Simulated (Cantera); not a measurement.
A perfectly stirred reactor is fed with N2O = 1 (molar parts), at 10.00 Torr; it is held at 1448 K, and followed from long to short residence time.

Computed with Cantera and GRI-Mech 3.0 (53 species, 325 reactions). GRI-Mech 3.0 was tuned for natural gas; its chemistry of N2O as a main component is partial and can be far from experiment. Radical loss at walls, strong at low pressure, is not modelled. The temperature is held fixed by assumption; the heat of reaction is taken as removed at once.

x: mole fraction; the columns are a selection and need not sum to one.

| τ (s) | x N2O | x O2 | x NO | x NO2 | x N2 |
|---|---|---|---|---|---|
| 2.0 | 0.456 | 0.141 | 0.0801 | … | 0.323 |
| 0.98 | 0.631 | 0.0958 | 0.0544 | … | 0.219 |
| 0.48 | 0.777 | 0.0578 | 0.0329 | … | 0.132 |
| 0.23 | 0.879 | 0.0313 | 0.0178 | … | 0.0716 |
| 0.11 | 0.938 | 0.0160 | 0.00909 | … | 0.0365 |
| 0.056 | 0.968 | 0.00837 | 0.00476 | … | 0.0192 |
| 0.027 | 0.984 | 0.00409 | 0.00233 | … | 0.00938 |
| 0.013 | 0.992 | 0.00197 | 0.00112 | … | 0.00454 |
| 0.0065 | 0.996 | 0.000972 | 0.000553 | … | 0.00226 |

Problem. What belongs in the gaps?

Solution. 
- 2.0, x NO2: 1.42e-5
- 0.98, x NO2: 7.95e-6
- 0.48, x NO2: 3.88e-6
- 0.23, x NO2: 1.67e-6
- 0.11, x NO2: 6.57e-7
- 0.056, x NO2: 2.54e-7
- 0.027, x NO2: 8.02e-8
- 0.013, x NO2: 2.23e-8
- 0.0065, x NO2: 6.03e-9
